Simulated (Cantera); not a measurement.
# Equilibrium for abatement and gas-phase synthesis: HCl + O₂ + H₂O

Input: 1 mol HCl, 0.028 mol O₂, 0.05 mol H₂O, held at 0.000340 bar.

Method: chemical equilibrium by Gibbs-energy minimisation in Cantera with the NASA 1993 tables (ideal gas, pure condensed phases). Candidate condensed phases: H₂O; 29 gas species. Ions and electrons are included (thermal ionisation). Rates play no part.

From 2227 °C to 4727 °C nothing is condensed.

```json
[
 {"T (°C)": "2227", "log p H": "-3.94", "log p Cl": "-3.83", "log p HCl": "-4.42", "log p H₂": "-4.68", "log p O": "-4.92", "log p OH": "-5.48"},
 {"T (°C)": "2727", "log p H": "-3.78", "log p Cl": "-3.81", "log p HCl": "-5.82", "log p H₂": "-5.95", "log p O": "-4.79", "log p OH": "-6.75"},
 {"T (°C)": "3227", "log p H": "-3.77", "log p Cl": "-3.81", "log p HCl": "-6.95", "log p H₂": "-7.08", "log p O": "-4.79", "log p OH": "-7.87"},
 {"T (°C)": "3727", "log p H": "-3.77", "log p Cl": "-3.81", "log p HCl": "-7.80", "log p H₂": "-7.95", "log p O": "-4.79", "log p OH": "-8.71"},
 {"T (°C)": "4227", "log p H": "-3.77", "log p Cl": "-3.81", "log p HCl": "-8.47", "log p H₂": "-8.62", "log p O": "-4.79", "log p OH": "-9.37"},
 {"T (°C)": "4727", "log p H": "-3.77", "log p Cl": "-3.81", "log p HCl": "-9.01", "log p H₂": "-9.16", "log p O": "-4.79", "log p OH": "-9.90"}
]
```
log p: log10 of the partial pressure in bar; nothing condenses.
